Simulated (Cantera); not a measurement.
Input: 1 mol Si₃N₄, 0.17 mol CO₂, 2.7 mol H₂, at 0.133 bar.

Method: chemical equilibrium by Gibbs-energy minimisation in Cantera with the NASA 1993 tables (ideal gas, pure condensed phases). Candidate condensed phases: C, C₆H₆, C₇H₈, C₈H₁₈, H₂O, Si, SiC, SiO₂, Si₂N₂O, Si₃N₄; 151 gas species. Mutual solubility and eutectic melting of coexisting phases are not modelled. Equilibrium is a limit: real reactors are often held back by kinetics, nucleation or transport.

Task: Which condensed phases are stable at each of these points (T (K)): 1323, 1373, 1423, 1473, 1523, 1573, 1623, 1673?

Result: 
```
T (K)                    condensed phases  Si condensed (%)
-----  ----------------------------------  ----------------
1323   C(graphite) + Si₂N₂O(s) + Si₃N₄(s)             100.0
1373        SiC(s) + Si₂N₂O(s) + Si₃N₄(s)             100.0
1423        SiC(s) + Si₂N₂O(s) + Si₃N₄(s)             100.0
1473        SiC(s) + Si₂N₂O(s) + Si₃N₄(s)             100.0
1523        SiC(s) + Si₂N₂O(s) + Si₃N₄(s)             100.0
1573        SiC(s) + Si₂N₂O(s) + Si₃N₄(s)             100.0
1623        SiC(s) + Si₂N₂O(s) + Si₃N₄(s)             100.0
1673        SiC(s) + Si₂N₂O(s) + Si₃N₄(s)             100.0
```

At 1323 K the condensed part is C(graphite) + Si₂N₂O(s) + Si₃N₄(s). From 1373 K to 1673 K the condensed part is SiC(s) + Si₂N₂O(s) + Si₃N₄(s).
